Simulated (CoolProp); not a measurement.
Computed with CoolProp (reference Helmholtz-energy equation of state, Penoncello 2003).

For CHF3 (R23), give the phase and the cp (kJ/(kg K)), expansivity (1/kK), Prandtl number at 201.85 °C and 5.03 MPa; 201.85 °C and 14.3 MPa.


- 201.85 °C and 5.03 MPa: supercritical; cp 1.05, expansivity 2.78, Prandtl number 0.872
- 201.85 °C and 14.3 MPa: supercritical; cp 1.22, expansivity 3.83, Prandtl number 0.903

Viscosity comes from a separate model (Shan 2000). Thermal conductivity comes from a separate model (Shan 2000).
